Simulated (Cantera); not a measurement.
Cantera run, input and output.

```python
import numpy as np
import cantera as ct

gas = ct.Solution("gri30.yaml")
gas.TPX = 1325, 1900000, {'CO': 1, 'H2': 1.2, 'O2': 1.39, 'N2': 5.24}
reactor = ct.IdealGasConstPressureReactor(gas, energy="on", clone=False)
net = ct.ReactorNet([reactor])
net.rtol, net.atol = 1e-08, 1e-16
show = ['CO', 'H2', 'O2', 'NO', 'H']
times = np.geomspace(2e-06, 0.1, 15)

steps = ct.SolutionArray(gas, extra=["t"])
rows = []
print(f"{'t/s':>10s}{'T/K':>9s}{'P/Pa':>11s}" + "".join(f"{s:>11s}" for s in show))
for t in times:
    while net.time < t:
        t_next = net.step()
        steps.append(gas.state, t=t_next)
    rows.append([np.interp(t, steps.t, y) for y in (steps.T, steps.P, *steps(*show).X.T)])
    print(f"{t:10.3e}{rows[-1][0]:9.1f}{rows[-1][1]:11.4g}" + "".join(f"{x:11.3e}" for x in rows[-1][2:]))
rate = np.gradient(steps.T, steps.t)
print("integrator steps:", len(steps.t))
if steps.T.max() > steps.T[0] + 200:
    print(f"time of steepest temperature rise: {steps.t[rate.argmax()]:.4e} s")
gas.TPX = 1325, 1900000, {'CO': 1, 'H2': 1.2, 'O2': 1.39, 'N2': 5.24}
gas.equilibrate("HP")
print(f"equilibrium (HP): T = {gas.T:.1f} K  " + "  ".join(f"{s} {gas[s].X[0]:.3e}" for s in show))
```

Result:

```
       t/s      T/K       P/Pa         CO         H2         O2         NO          H
 2.000e-06   1325.2    1.9e+06  1.132e-01  1.359e-01  1.574e-01  1.095e-13  2.337e-06
 4.332e-06   1343.8    1.9e+06  1.131e-01  1.332e-01  1.556e-01  5.832e-10  1.884e-04
 9.382e-06   2820.2    1.9e+06  2.651e-02  4.737e-03  4.681e-02  2.849e-04  1.853e-03
 2.032e-05   2859.0    1.9e+06  2.219e-02  4.179e-03  4.439e-02  1.128e-03  1.500e-03
 4.401e-05   2856.6    1.9e+06  2.217e-02  4.180e-03  4.359e-02  2.835e-03  1.487e-03
 9.533e-05   2852.0    1.9e+06  2.214e-02  4.183e-03  4.214e-02  5.950e-03  1.464e-03
 2.065e-04   2845.4    1.9e+06  2.210e-02  4.191e-03  4.008e-02  1.038e-02  1.433e-03
 4.472e-04   2839.9    1.9e+06  2.208e-02  4.199e-03  3.839e-02  1.402e-02  1.407e-03
 9.686e-04   2838.3    1.9e+06  2.208e-02  4.201e-03  3.791e-02  1.506e-02  1.400e-03
 2.098e-03   2838.2    1.9e+06  2.208e-02  4.201e-03  3.789e-02  1.510e-02  1.400e-03
 4.544e-03   2838.2    1.9e+06  2.208e-02  4.201e-03  3.789e-02  1.510e-02  1.400e-03
 9.842e-03   2838.2    1.9e+06  2.208e-02  4.201e-03  3.789e-02  1.510e-02  1.400e-03
 2.132e-02   2838.2    1.9e+06  2.208e-02  4.201e-03  3.789e-02  1.510e-02  1.400e-03
 4.617e-02   2838.2    1.9e+06  2.208e-02  4.201e-03  3.789e-02  1.510e-02  1.400e-03
 1.000e-01   2838.2    1.9e+06  2.208e-02  4.201e-03  3.789e-02  1.510e-02  1.400e-03
integrator steps: 1254
time of steepest temperature rise: 5.4141e-06 s
equilibrium (HP): T = 2838.2 K  CO 2.208e-02  H2 4.201e-03  O2 3.789e-02  NO 1.510e-02  H 1.400e-03
```

Cantera simulation using GRI-Mech 3.0 (53 species, 325 reactions); the numbers are that mechanism's predictions, not measurements. The hydrogen kinetics of GRI-Mech 3.0 are dated; newer H2 mechanisms differ, most at raised pressure. The pressure lies above the range GRI-Mech 3.0 was tuned for (to about 10 atm).
